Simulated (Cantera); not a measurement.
Feed: 1 mol MgO, 14 mol CO, 2.1 mol H2, held at 827 °C and 1.20 bar.

Equilibrium computed with Cantera from the NASA thermochemical tables; the gas is ideal and each condensed phase is pure. Candidate condensed phases: C, C6H6, C7H8, C8H18, H2O, Mg, MgCO3, MgO, Mg(OH)2; 116 gas species. Rates play no part.

Base state: CO 0.793, H2 0.128, CO2 0.0667, H2O 0.0109, CH4 0.000709 (mole fractions); condensed: C(graphite) + MgO(s).

**Question.** What changes in the equilibrium state with this change: temperature from 827 °C to 1225 °C?

**Answer.** 
```csv
species,before,after
CO,0.793,0.869
H2,0.128,0.130
CO2,0.0667,0.000612
H2O,0.0109,0.000237
CH4,0.000709,5.28e-5
"C(graphite), mol",1.15,0.0128
"MgO(s), mol",1.00,1.000
```
